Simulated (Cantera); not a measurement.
What does this Cantera script print?

```python
import numpy as np
import cantera as ct

gas_names = """
    H H2 N NH NH2 NH3 N2 N2H2 N2H4 Si SiH SiH2 SiH3 SiH4 SiN Si2 Si2N Si3
""".split()
cond_names = """
    Si(cr) Si(L) Si3N4(a)
""".split()


def load(file, names, dense=False):
    # The tables refer to 1 bar. Condensed volumes are neglected.
    table = {s.name: s for s in ct.Species.list_from_file(file)}
    out = []
    for n in names:
        d = dict(table[n].input_data)
        d["thermo"] = dict(d["thermo"], **{"reference-pressure": 1e5})
        if dense:
            d["equation-of-state"] = {"model": "constant-volume", "density": "1e6 g/cm^3"}
        out.append(ct.Species.from_dict(d))
    return out


gas = ct.Solution(thermo="ideal-gas", species=load("nasa_gas.yaml", gas_names))
cond = {s.name: ct.Solution(thermo="fixed-stoichiometry", species=[s], name=s.name)
        for s in load("nasa_condensed.yaml", cond_names, dense=True)}
atoms = {
    'trisilylamine': {'Si': 3, 'N': 1, 'H': 9},
    'N2': {'N': 2},
    'H2': {'H': 2},
}
top_T = {'Si3N4(a)': 2400}  # K; cautious upper limits of use, not melting points


def equilibrate(T, P, feed):
    n = {}
    for name, mol in feed.items():
        for a, k in atoms[name].items():
            n[a] = n.get(a, 0.0) + k * mol
    gas.TPX = T, P, n
    mass = sum(n.values()) * gas.mean_molecular_weight
    gas.equilibrate("TP")
    valid = [c for c in cond.values() if c.min_temp <= T <= top_T.get(c.name, c.max_temp)]
    mix = ct.Mixture([(gas, mass / gas.mean_molecular_weight)] + [(c, 0.0) for c in valid])
    mix.T, mix.P = T, P
    mix.equilibrate("TP", solver="vcs", rtol=1e-11, max_steps=5000)
    return mix


results = []
feed = {'trisilylamine': 1, 'N2': 0.94, 'H2': 0.76}  # mol
P = 100000  # Pa
for T in [1073, 1173, 1273, 1373, 1473, 1573, 1673, 1773, 1873, 1973, 2073]:
    mix = equilibrate(T, P, feed)
    results.append((T, P, feed, dict(zip(mix.species_names, mix.species_moles))))

top = {s: max(r[3][s] / sum(r[3][g] for g in gas_names) for r in results) for s in gas_names}
cols = sorted((s for s in top if top[s] > 0.001), key=lambda s: -top[s])[:6]
seen = [c for c in cond_names if any(r[3].get(c, 0) > 1e-12 for r in results)]
print("log10 of partial pressures in bar; condensed amounts in mol")
print(f"{'T/K':>10s}" + "".join(f"{s[:9]:>10s}" for s in cols + seen))
for T, P, feed, n in results:
    ng = sum(n[g] for g in gas_names)
    print(f"{T:10.4g}" + "".join(f"{np.log10(max(n[s] / ng * P / 1e5, 1e-99)):10.3f}" for s in cols)
          + "".join(f"{n.get(c, 0):10.4g}" for c in seen))
```

Result:

```
log10 of partial pressures in bar; condensed amounts in mol
       T/K        H2        N2         H    Si(cr)     Si(L)  Si3N4(a)
      1073    -0.000    -9.462    -7.854      0.84         0      0.72
      1173    -0.000    -7.917    -6.928      0.84         0      0.72
      1273    -0.000    -6.619    -6.147      0.84         0      0.72
      1373    -0.000    -5.513    -5.478      0.84         0      0.72
      1473    -0.000    -4.559    -4.898    0.8402         0    0.7199
      1573    -0.000    -3.730    -4.391    0.8414         0    0.7195
      1673    -0.000    -3.002    -3.944    0.8478         0    0.7174
      1773    -0.003    -2.250    -3.547         0    0.8845    0.7051
      1873    -0.012    -1.559    -3.196         0     1.064    0.6453
      1973    -0.054    -0.940    -2.897         0     1.863    0.3787
      2073    -0.106    -0.668    -2.633         0     2.998         0
```

Method: chemical equilibrium by Gibbs-energy minimisation in Cantera with the NASA 1993 tables (ideal gas, pure condensed phases). The feed counts by its element totals alone. Mutual solubility and eutectic melting of coexisting phases are not modelled. The tables' values for SiN are old estimates; treat these amounts as uncertain. Gases not in the tables: Si2H6 and higher silanes.
